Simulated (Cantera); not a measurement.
**N2O furnace oxynitridation**

An isothermal, constant-pressure homogeneous reactor starts with 97.5 % N2O, 2.53 % H2O, at 1250 K and 101000 Pa.

Cantera simulation using GRI-Mech 3.0 (53 species, 325 reactions); the numbers are that mechanism's predictions, not measurements. GRI-Mech 3.0 was tuned for natural gas; its chemistry of N2O as a main component is partial and can be far from experiment. The mechanism lacks the step 2 NO + O2 → 2 NO2, which can matter for NO2 below about 1400 K. The temperature is held fixed by assumption; the heat of reaction is taken as removed at once.

```tsv
t (s)	x N2O	x H2O	x O2	x OH	x H2O2
0.000500	0.973	0.0253	0.000339	1.02e-5	8.89e-8
0.00211	0.970	0.0253	0.00146	1.56e-5	8.45e-8
0.00889	0.954	0.0252	0.00615	2.01e-5	4.07e-8
0.0375	0.891	0.0246	0.0248	2.41e-5	2.78e-8
0.158	0.684	0.0229	0.0870	2.50e-5	2.48e-8
0.667	0.285	0.0195	0.209	1.98e-5	1.60e-8
2.81	0.0266	0.0173	0.292	8.26e-6	3.18e-9
11.9	1.61e-5	0.0170	0.301	2.60e-6	3.49e-10
50.0	6.70e-7	0.0170	0.301	2.60e-6	3.47e-10
```
x: mole fraction; the columns are a selection and need not sum to one.

Equilibrium at this temperature and pressure: N2O 2.02e-8, H2O 0.0170, O2 0.327, OH 2.65e-6, H2O2 3.62e-10 (gas phase only).
